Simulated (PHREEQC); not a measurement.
Solution A (0.21 mmol/kgw CaSO4, 18 mmol/kgw Na2SO4 and 67 mmol/kgw KCl) is mixed with solution B (0.0012 mol/kgw Cu(BF4)2, 0.00013 mol/kgw HNO3 and 4.7e-05 mol/kgw KCl) at 25 °C; shares are by mass of water, 1 kg in all. O2 is buffered at 0.21 atm. CO2 from the air is kept out. Only these solids could form: Gypsum, Fluorite, Portlandite, Cu(OH)2, Brochantite, Antlerite, Atacamite, Cu2(OH)3NO3, Halite, Mirabilite, Chalcanthite, CuF2:2H2O.

Equilibrium calculation in PHREEQC: ion-association model, wateq4f.dat.

```json
[
 {"share of solution B": "0", "pH": "7.08", "Fluorite (mol)": "0", "Cu+2 (mol/kgw)": "0", "Ca+2 (mol/kgw)": "0.000151", "BF4- (mol/kgw)": "0", "H3BO3 (mol/kgw)": "0", "CaSO4 (mol/kgw)": "5.85e-5"},
 {"share of solution B": "0.1", "pH": "3.56", "Fluorite (mol)": "0", "Cu+2 (mol/kgw)": "8.23e-5", "Ca+2 (mol/kgw)": "0.000138", "BF4- (mol/kgw)": "1.22e-7", "H3BO3 (mol/kgw)": "0.000238", "CaSO4 (mol/kgw)": "5.10e-5"},
 {"share of solution B": "0.2", "pH": "3.33", "Fluorite (mol)": "___", "Cu+2 (mol/kgw)": "0.000167", "Ca+2 (mol/kgw)": "___", "BF4- (mol/kgw)": "6.98e-6", "H3BO3 (mol/kgw)": "0.000459", "CaSO4 (mol/kgw)": "2.95e-5"},
 {"share of solution B": "0.3", "pH": "3.23", "Fluorite (mol)": "___", "Cu+2 (mol/kgw)": "0.000254", "Ca+2 (mol/kgw)": "5.00e-5", "BF4- (mol/kgw)": "4.95e-5", "H3BO3 (mol/kgw)": "0.000626", "CaSO4 (mol/kgw)": "1.69e-5"},
 {"share of solution B": "0.4", "pH": "3.17", "Fluorite (mol)": "7.75e-5", "Cu+2 (mol/kgw)": "0.000345", "Ca+2 (mol/kgw)": "___", "BF4- (mol/kgw)": "0.000143", "H3BO3 (mol/kgw)": "0.000731", "CaSO4 (mol/kgw)": "1.16e-5"},
 {"share of solution B": "0.5", "pH": "3.14", "Fluorite (mol)": "6.66e-5", "Cu+2 (mol/kgw)": "0.000440", "Ca+2 (mol/kgw)": "2.95e-5", "BF4- (mol/kgw)": "0.000273", "H3BO3 (mol/kgw)": "0.000799", "CaSO4 (mol/kgw)": "8.69e-6"},
 {"share of solution B": "0.6", "pH": "3.11", "Fluorite (mol)": "5.23e-5", "Cu+2 (mol/kgw)": "0.000542", "Ca+2 (mol/kgw)": "2.49e-5", "BF4- (mol/kgw)": "0.000426", "H3BO3 (mol/kgw)": "0.000846", "CaSO4 (mol/kgw)": "6.63e-6"},
 {"share of solution B": "0.7", "pH": "3.09", "Fluorite (mol)": "___", "Cu+2 (mol/kgw)": "0.000653", "Ca+2 (mol/kgw)": "2.13e-5", "BF4- (mol/kgw)": "0.000595", "H3BO3 (mol/kgw)": "0.000879", "CaSO4 (mol/kgw)": "___"},
 {"share of solution B": "0.8", "pH": "3.07", "Fluorite (mol)": "2.01e-5", "Cu+2 (mol/kgw)": "0.000780", "Ca+2 (mol/kgw)": "1.84e-5", "BF4- (mol/kgw)": "0.000776", "H3BO3 (mol/kgw)": "0.000904", "CaSO4 (mol/kgw)": "___"},
 {"share of solution B": "0.9", "pH": "___", "Fluorite (mol)": "3.49e-6", "Cu+2 (mol/kgw)": "0.000937", "Ca+2 (mol/kgw)": "1.55e-5", "BF4- (mol/kgw)": "0.000966", "H3BO3 (mol/kgw)": "0.000923", "CaSO4 (mol/kgw)": "1.81e-6"},
 {"share of solution B": "1", "pH": "3.03", "Fluorite (mol)": "0", "Cu+2 (mol/kgw)": "0.00117", "Ca+2 (mol/kgw)": "0", "BF4- (mol/kgw)": "0.00116", "H3BO3 (mol/kgw)": "0.000940", "CaSO4 (mol/kgw)": "0"}
]
```

**Question.** Complete the blanks.

**Answer.** 
- 0.2, Fluorite (mol): 5.48e-5
- 0.2, Ca+2 (mol/kgw): 8.33e-5
- 0.3, Fluorite (mol): 7.98e-5
- 0.4, Ca+2 (mol/kgw): 3.66e-5
- 0.7, Fluorite (mol): 3.65e-5
- 0.7, CaSO4 (mol/kgw): 4.94e-6
- 0.8, CaSO4 (mol/kgw): 3.39e-6
- 0.9, pH: 3.05

Species that the database lacks are ignored. Real BF4- forms and hydrolyses slowly; the run takes it at equilibrium.
